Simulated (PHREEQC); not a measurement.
Make-up at 20 °C: 0.0014 mol Na2S and 0.002 mol MnSO4 per kg of water. Closed to the air; pH follows from the charge balance.

Model: ion-association model, wateq4f.dat, run in PHREEQC.

Each row changes one thing in this solution. Precipitation was switched off in this run.

| case | pH | ionic strength (mol/kgw) | SO4-2 (mol/kgw) | HS- (mol/kgw) | Mn+2 (mol/kgw) | MnOH+ (mol/kgw) | SI of MnS(Green) (MnS) | SI of Pyrochroite (Mn(OH)2) |
|---|---|---|---|---|---|---|---|---|
| as made | 10.83 | 0.00847 | 0.00184 | 0.00139 | 0.000986 | 0.000870 | +0.90 | +3.30 |
| diluted 10-fold with water | 10.17 | 0.000992 | 0.000196 | 0.000140 | 0.000160 | 3.61e-5 | -1.43 | +1.28 |
| MnSO4 from 0.002 to 0.003 mol/kgw | 10.69 | 0.0115 | 0.00267 | 0.00139 | 0.00167 | 0.00102 | +0.95 | +3.22 |
| diluted 5-fold with water | 10.39 | 0.00190 | 0.000387 | 0.000279 | 0.000284 | 0.000103 | -0.68 | +1.96 |
| 9.3e-05 mol/kgw NH4Br added | 10.79 | 0.00854 | 0.00184 | 0.00139 | 0.00103 | 0.000827 | +0.88 | +3.24 |

Some of these states are supersaturated (in Pyrochroite, MnS(Green), for instance). The polysulfide entries of wateq4f.dat were taken out for this run.
